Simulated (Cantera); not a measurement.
# Thermodynamics of carbon deposition, reforming and gasification, feed n-butane + H2O + H2 + O2

Input: 1 mol n-butane, 0.29 mol H2O, 37 mol H2, 0.024 mol O2, held at 2475 K.

Equilibrium computed with Cantera from the NASA thermochemical tables; the gas is ideal and each condensed phase is pure. Candidate condensed phases: C, C6H6, C7H8, C8H18, H2O; 110 gas species. The ideal-gas law is rough above about 30 bar. The numbers say what is thermodynamically allowed, not how fast it happens.

From 0.000100 bar to 100 bar the condensed part is C(graphite). The main C-bearing gas is C3 at 0.000100 bar and C2H2 (acetylene) at 100 bar. The share of C in condensed phases is highest at 0.000560 bar (75.4 %) and lowest at 100 bar (54.0 %).

```csv
P (Pa),x H2,x H,x CH4,x C2H2 (acetylene),x CO,x C3,x C,n C(graphite)
10,0.142,0.847,3.14e-10,0.00138,0.00453,0.00336,0.00118,2.48
56,0.393,0.596,1.35e-8,0.00382,0.00556,0.000599,0.000210,3.02
320,0.663,0.324,2.20e-7,0.00645,0.00664,0.000105,3.68e-5,2.96
1800,0.831,0.153,1.94e-6,0.00809,0.00732,1.86e-5,6.53e-6,2.90
10000,0.915,0.0681,1.31e-5,0.00890,0.00766,3.36e-6,1.18e-6,2.86
56000,0.953,0.0294,7.95e-5,0.00927,0.00781,5.99e-7,2.10e-7,2.84
320000,0.970,0.0124,0.000470,0.00943,0.00788,1.05e-7,3.68e-8,2.82
1800000,0.974,0.00523,0.00267,0.00947,0.00793,1.86e-8,6.53e-9,2.71
10000000,0.964,0.00221,0.0145,0.00938,0.00802,3.36e-9,1.18e-9,2.16
```
x: gas mole fraction; n: condensed amount in mol.
